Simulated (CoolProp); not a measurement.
Vapour pressure (bar) of ammonia: the reference equation beside estimates from Tc = 405.6 K, pc = 113.6 bar, ω = 0.256. Clausius-Clapeyron is anchored at 313.2 K with a constant enthalpy of vaporisation of 18.72 kJ/mol.

The numbers come from the reference Helmholtz-energy equation of state, Gao 2020 in CoolProp.

| T (K) | reference | Lee-Kesler | Clausius-Clapeyron | van der Waals | Redlich-Kwong | Soave-Redlich-Kwong |
|---|---|---|---|---|---|---|
| 308.8 | 13.75 | 13.87 | 14.05 | 34.52 | 19.45 | 13.89 |
| 313.2 | 15.57 | 15.71 | 15.57 | 36.93 | 21.63 | 15.75 |
| 317.5 | ___ | 17.68 | 17.16 | 39.38 | 23.91 | 17.73 |
| 321.9 | 19.68 | 19.87 | 18.91 | 42.00 | 26.42 | 19.95 |
| 326.2 | ___ | 22.20 | 20.73 | 44.66 | 29.03 | 22.31 |
| 330.6 | 24.56 | ___ | 22.73 | 47.49 | 31.89 | 24.94 |
| 335 | 27.34 | ___ | 24.85 | 50.43 | 34.94 | 27.79 |
| 339.3 | 30.29 | 30.54 | 27.06 | 53.41 | 38.10 | 30.80 |
| 343.7 | 33.55 | 33.80 | 29.46 | 56.57 | 41.53 | ___ |
| 348 | 36.97 | 37.23 | 31.95 | 59.77 | 45.08 | 37.62 |
| 352.4 | 40.74 | 40.99 | 34.64 | 63.16 | 48.92 | 41.46 |

**Question.** Some entries are withheld; supply them.

**Answer.** 
- 317.5, reference: 17.51
- 326.2, reference: 21.99
- 330.6, Lee-Kesler: 24.78
- 335, Lee-Kesler: 27.58
- 343.7, Soave-Redlich-Kwong: 34.12

Absolute difference from the reference over all 11 rows, mean and median: Lee-Kesler 0.8 and 0.9 %, Clausius-Clapeyron 7.4 and 7.5 %, van der Waals 97.2 and 93.4 %, Redlich-Kwong 30.2 and 29.8 %, Soave-Redlich-Kwong 1.5 and 1.5 %.
